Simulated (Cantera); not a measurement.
Charge: 1 mol SiC, 0.073 mol H2O, 97 mol H2, 0.29 mol O2, equilibrated at 0.0975 Torr.

Cantera equilibrium calculation (NASA polynomials, part measured and part estimated; ideal gas, pure solids and liquids). Candidate condensed phases: C, C6H6, C7H8, C8H18, H2O, Si, SiC, SiO2; 123 gas species. Mutual solubility and eutectic melting of coexisting phases are not modelled. The tables hold silica as quartz up to 1696 K and as liquid above; real silica turns to tridymite and cristobalite and melts near 1996 K. Rates play no part.

Which condensed phases are stable at each of these points (T (°C)): 950, 1000, 1050, 1100, 1150, 1200, 1250, 1300, 1350, 1400, 1450, 1500, 1550, 1600?


```tsv
T (°C)	condensed phases	Si condensed (%)
950	SiC(s) + SiO2(β-quartz)	78.6
1000	SiC(s)	67.4
1050	SiC(s)	67.3
1100	SiC(s)	67.3
1150	SiC(s)	67.3
1200	SiC(s)	67.3
1250	SiC(s)	67.2
1300	SiC(s)	67.0
1350	SiC(s)	66.2
1400	SiC(s)	64.1
1450	SiC(s)	59.6
1500	SiC(s)	52.0
1550	SiC(s)	42.7
1600	SiC(s)	35.4
```

At 950 °C the condensed part is SiC(s) + SiO2(β-quartz). From 1000 °C to 1600 °C the condensed part is SiC(s).
